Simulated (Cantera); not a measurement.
Cantera with NASA thermochemical tables; ideal gases at 1 bar, condensed phases pure. Values are per mole of reaction as written; species without (g) are pure solids or liquids, kept so even where they would boil at 1 bar. TiC: taken at fixed stoichiometry.

2 Ti + C₂H₂(g) ⇌ 2 TiC + 2 H(g), with ΔH° = -160.4 kJ and ΔS° = 15.6 J/K at 300 K.

Task: How far is the shortcut ΔG° ≈ ΔH°(300 K) − T·ΔS°(300 K) from the full temperature-dependent value at 2273, 2323, 2373, 2423, 2473, 2523, 2573, 2623, 2673 K?

Result: 
| T (K) | shortcut (kJ) | full (kJ) | difference (kJ) | difference in log10 K | condensed phases |
|---|---|---|---|---|---|
| 2273 | -195.8 | -226.3 | 30.5 | -0.70 | Ti(l), TiC(s) |
| 2323 | -196.6 | -227.3 | 30.6 | -0.69 | Ti(l), TiC(s) |
| 2373 | -197.4 | -228.2 | 30.8 | -0.68 | Ti(l), TiC(s) |
| 2423 | -198.2 | -229.1 | 31.0 | -0.67 | Ti(l), TiC(s) |
| 2473 | -199.0 | -230.1 | 31.1 | -0.66 | Ti(l), TiC(s) |
| 2523 | -199.7 | -231.0 | 31.3 | -0.65 | Ti(l), TiC(s) |
| 2573 | -200.5 | -231.9 | 31.4 | -0.64 | Ti(l), TiC(s) |
| 2623 | -201.3 | -232.8 | 31.5 | -0.63 | Ti(l), TiC(s) |
| 2673 | -202.1 | -233.7 | 31.7 | -0.62 | Ti(l), TiC(s) |
The shortcut ignores heat capacities and the phase changes listed.
